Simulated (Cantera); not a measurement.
Stirred combustor or abatement burner

A perfectly stirred reactor is fed with 22.6 % CO, 10.9 % H₂, 14.0 % O₂, 52.5 % N₂, equivalence ratio 1.2, at 3.36 atm; it is adiabatic with a 725 K inlet, and is followed from long to short residence time, starting on the burning branch (τ in s: 0.031, 0.012, 0.0047, 0.0018, 0.0007, 0.00027, 0.00011, 4.1e-05, 1.6e-05, 6.1e-06).

Model: GRI-Mech 3.0 (53 species, 325 reactions), integrated in Cantera. The hydrogen kinetics of GRI-Mech 3.0 are dated; newer H2 mechanisms differ, most at raised pressure.

```
τ (s)    T (K)    x CO     x H₂     x O₂      x NO    x NO₂    x N₂O
-------  -----  ------  -------  -------  --------  -------  -------
0.031     2623  0.0798  0.00764  0.00771   0.00443  1.22e-6  4.14e-7
0.012     2617  0.0804  0.00772  0.00815   0.00410  1.16e-6  4.09e-7
0.0047    2603  0.0818  0.00791  0.00916   0.00344  1.02e-6  3.98e-7
0.0018    2570  0.0850  0.00837   0.0113   0.00238  7.59e-7  3.81e-7
0.00070   2502  0.0910  0.00932   0.0150   0.00128  4.40e-7  3.59e-7
0.00027   2391  0.1000   0.0109   0.0203  0.000535  1.94e-7  3.33e-7
0.00011   2252   0.110   0.0128   0.0259  0.000232  8.75e-8  3.11e-7
4.1e-5    2069   0.120   0.0149   0.0328  0.000121  4.88e-8  2.88e-7
1.6e-5    1863   0.135   0.0165   0.0419   6.86e-5  3.19e-8  2.68e-7
6.1e-6    1562   0.174   0.0216   0.0663   1.68e-5  1.13e-8  2.18e-7
```
x: mole fraction; the columns are a selection and need not sum to one.
